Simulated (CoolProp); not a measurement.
Vapour-liquid equilibrium of R143a (1) + isobutene (2) at 41.15 °C; x and y are mole fractions of (1).

Computed with CoolProp (multi-fluid Helmholtz-energy mixture model, Lemmon and Jacobsen 2000 and Lemmon 2005; pair parameters Bell 2016).

```
x      bubble pressure, mixture model (kPa)  bubble pressure, Raoult's law (kPa)  y, mixture model  y, Raoult's law
-----  ------------------------------------  -----------------------------------  ----------------  ---------------
0.05                                  624.0                                553.9             0.233            0.170
0.125                                 800.8                                658.8                 ?            0.357
0.2                                   946.4                                763.6                 ?            0.493
0.275                                  1069                                868.5             0.593            0.596
0.35                                   1175                                973.3             0.646            0.677
0.425                                  1270                                 1078             0.690            0.742
0.5                                    1358                                 1183                 ?            0.795
0.575                                  1441                                 1288             0.765            0.840
0.65                                   1521                                 1393             0.801            0.878
0.725                                     ?                                 1498             0.838            0.911
0.8                                    1679                                 1602             0.878            0.940
0.875                                     ?                                 1707             0.920            0.965
0.95                                   1833                                 1812             0.966            0.987
```

Question: Complete the blanks.

Answer: 
- 0.125, y, mixture model: 0.417
- 0.2, y, mixture model: 0.523
- 0.5, y, mixture model: 0.729
- 0.725, bubble pressure, mixture model (kPa): 1600
- 0.875, bubble pressure, mixture model (kPa): 1757

The largest gap from Raoult's law is +23.9 % in bubble pressure, at x = 0.2. No azeotrope shows between x = 0.05 and 0.95.

Pair parameters are fitted to limited data, so mixtures are less certain than the pure fluids.
